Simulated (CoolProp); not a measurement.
A single-stage vapour-compression cycle with R13: evaporating at 242.15 K (dew point), condensing at 273.15 K (bubble point), superheat 0 K, subcooling 5 K, compressor efficiency 0.7, no pressure losses. Each further row changes one setting.

Values from CoolProp's reference Helmholtz-energy equation of state, Platzer 1990. This equation is an older, rougher fit; its heat capacities, sound speeds and derivatives of the liquid may be far off and weren't checked against measurements.

```csv
case,cooling COP,pressure ratio,discharge temperature (K),refrigerating effect (kJ/kg),volumetric capacity (kJ/m³)
as stated,4.42,2.42,289.5,90.8,4640
evaporating temperature 247.15 K,5.52,…,…,92.1,5530
condensing temperature 268.15 K,5.52,2.13,282.2,96.6,…
subcooling 10 K,4.71,2.42,289.5,96.7,4940
superheat 10 K,4.42,2.42,299.8,97.9,4650
compressor efficiency 0.6,…,2.42,293.5,90.8,4640
```

Question: Fill in the missing entries.

Answer: 
- evaporating temperature 247.15 K, pressure ratio: 2.07
- evaporating temperature 247.15 K, discharge temperature (K): 286.6
- condensing temperature 268.15 K, volumetric capacity (kJ/m³): 4930
- compressor efficiency 0.6, cooling COP: 3.79
